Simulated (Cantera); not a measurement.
Equilibrium for hydrogen reduction and annealing atmospheres: PbO + H2 + N2

Input: 1 mol PbO, 0.43 mol H2, 26 mol N2, held at 100 Torr.

Cantera equilibrium calculation (NASA polynomials, part measured and part estimated; ideal gas, pure solids and liquids). Candidate condensed phases: H2O, Pb, PbO, PbO2, Pb3O4; 27 gas species. Gases not in the tables: (PbO)n polymers. Kinetics and transport are ignored.

```tsv
T (K)	log p N2	log p Pb	log p PbO	log p H2O
1548	-0.90	-2.65	-2.58	-2.68
1598	-0.90	-2.64	-2.59	-2.68
1648	-0.90	-2.62	-2.61	-2.68
1698	-0.90	-2.59	-2.64	-2.68
1748	-0.90	-2.57	-2.67	-2.68
1798	-0.90	-2.54	-2.70	-2.68
1848	-0.90	-2.52	-2.74	-2.69
1898	-0.90	-2.50	-2.78	-2.69
1948	-0.90	-2.48	-2.82	-2.69
1998	-0.90	-2.46	-2.87	-2.70
2048	-0.90	-2.44	-2.91	-2.70
2098	-0.90	-2.43	-2.96	-2.71
```
log p: log10 of the partial pressure in bar; nothing condenses.

From 1548 K to 2098 K nothing is condensed.
